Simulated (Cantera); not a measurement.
Feed: 1 mol trisilylamine, 0.26 mol N2, equilibrated at 1.33 mbar.

Cantera equilibrium calculation (NASA polynomials, part measured and part estimated; ideal gas, pure solids and liquids). Candidate condensed phases: Si, Si3N4; 18 gas species. The feed counts by its element totals alone. Mutual solubility and eutectic melting of coexisting phases are not modelled. Gases not in the tables: Si2H6 and higher silanes. Rates play no part.

### Question
Which condensed phases are stable at each of these points (T (K)): 1423, 1523, 1623, 1723, 1823, 1923, 2023?

### Answer
```
T (K)  condensed phases  Si condensed (%)
-----  ----------------  ----------------
1423   Si(s) + Si3N4(s)             100.0
1523   Si(s) + Si3N4(s)             100.0
1623              Si(s)             100.0
1723              Si(l)              99.9
1823              Si(l)              99.4
1923              Si(l)              97.6
2023              Si(l)              91.5
```

From 1423 K to 1523 K the condensed part is Si(s) + Si3N4(s). At 1623 K the condensed part is Si(s). From 1723 K to 2023 K the condensed part is Si(l).
